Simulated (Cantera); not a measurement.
What does this Cantera script print?

```python
import numpy as np
import cantera as ct

gas = ct.Solution("gri30.yaml")
gas.TPX = 1148, 100000, {'N2O': 1, 'H2': 0.011, 'N2': 1.7}
reactor = ct.IdealGasConstPressureReactor(gas, energy="off", clone=False)
net = ct.ReactorNet([reactor])
net.rtol, net.atol = 1e-08, 1e-18
show = ['N2O', 'H2', 'NO', 'O', 'H']
times = np.geomspace(1e-05, 6, 15)

steps = ct.SolutionArray(gas, extra=["t"])
rows = []
print(f"{'t/s':>10s}{'T/K':>9s}{'P/Pa':>11s}" + "".join(f"{s:>11s}" for s in show))
for t in times:
    while net.time < t:
        t_next = net.step()
        steps.append(gas.state, t=t_next)
    rows.append([np.interp(t, steps.t, y) for y in (steps.T, steps.P, *steps(*show).X.T)])
    print(f"{t:10.3e}{rows[-1][0]:9.1f}{rows[-1][1]:11.4g}" + "".join(f"{x:11.3e}" for x in rows[-1][2:]))
rate = np.gradient(steps.T, steps.t)
print("integrator steps:", len(steps.t))
if steps.T.max() > steps.T[0] + 200:
    print(f"time of steepest temperature rise: {steps.t[rate.argmax()]:.4e} s")
gas.TPX = 1148, 100000, {'N2O': 1, 'H2': 0.011, 'N2': 1.7}
gas.equilibrate("TP")
print(f"equilibrium (TP): T = {gas.T:.1f} K  " + "  ".join(f"{s} {gas[s].X[0]:.3e}" for s in show))
```

It prints:

```
       t/s      T/K       P/Pa        N2O         H2         NO          O          H
 1.000e-05   1148.0      1e+05  3.689e-01  4.058e-03  1.387e-08  2.741e-07  1.660e-08
 2.587e-05   1148.0      1e+05  3.689e-01  4.057e-03  7.082e-08  4.531e-07  6.335e-08
 6.690e-05   1148.0      1e+05  3.689e-01  4.055e-03  2.903e-07  5.338e-07  2.033e-07
 1.731e-04   1148.0      1e+05  3.688e-01  4.039e-03  1.048e-06  5.381e-07  5.320e-07
 4.476e-04   1148.0      1e+05  3.687e-01  3.948e-03  3.824e-06  5.426e-07  1.123e-06
 1.158e-03   1148.0      1e+05  3.683e-01  3.543e-03  1.273e-05  5.839e-07  1.682e-06
 2.995e-03   1148.0      1e+05  3.670e-01  2.450e-03  3.183e-05  6.339e-07  1.302e-06
 7.746e-03   1148.0      1e+05  3.652e-01  1.046e-03  6.454e-05  6.846e-07  4.267e-07
 2.004e-02   1148.0      1e+05  3.632e-01  2.381e-04  1.315e-04  7.170e-07  5.963e-08
 5.182e-02   1148.0      1e+05  3.601e-01  2.083e-05  3.023e-04  7.129e-07  3.987e-09
 1.340e-01   1148.0      1e+05  3.528e-01  8.781e-08  7.614e-04  6.932e-07  6.119e-10
 3.467e-01   1148.0      1e+05  3.350e-01  4.491e-09  1.907e-03  6.674e-07  5.873e-10
 8.968e-01   1148.0      1e+05  2.943e-01  3.665e-09  4.464e-03  6.203e-07  5.219e-10
 2.320e+00   1148.0      1e+05  2.162e-01  2.742e-09  9.068e-03  5.222e-07  3.826e-10
 6.000e+00   1148.0      1e+05  1.096e-01  1.643e-09  1.435e-02  3.439e-07  1.947e-10
integrator steps: 1815
equilibrium (TP): T = 1148.0 K  N2O 8.621e-09  H2 3.611e-11  NO 1.150e-04  O 3.137e-09  H 4.334e-13
```

Detailed kinetics in Cantera: GRI-Mech 3.0 (53 species, 325 reactions). GRI-Mech 3.0 was tuned for natural gas; its chemistry of N2O as a main component is partial and can be far from experiment. The mechanism lacks the step 2 NO + O2 → 2 NO2, which can matter for NO2 below about 1400 K. The temperature is held fixed by assumption; the heat of reaction is taken as removed at once.
